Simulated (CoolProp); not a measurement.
Isopentane along the isotherm 392.7 K: fugacity coefficient from the reference equation and from simpler models built on Tc = 460.3 K, pc = 3.378 MPa, ω = 0.227; each cubic takes its own stable root.

Values from CoolProp's reference Helmholtz-energy equation of state, Lemmon 2006. It is a short technical equation, of lower accuracy than the large ones.

```csv
p (MPa),phase,reference,van der Waals,Redlich-Kwong
0.107,gas,0.9818,0.9863,0.9831
0.203,gas,0.9654,0.9740,0.9680
0.384,gas,0.9347,0.9509,0.9397
0.728,gas,0.8763,0.9069,0.8862
1.38,liquid,0.6455,0.8226,0.7498
2.62,liquid,0.3590,0.5458,0.4209
4.96,liquid,0.2098,0.3377,0.2496
9.4,liquid,0.1335,0.2363,0.1622
17.8,liquid,0.09925,0.2059,0.1242
33.8,liquid,0.09754,0.2648,0.1266
```

At some of these states van der Waals gives the other phase, because its saturation line lies elsewhere.
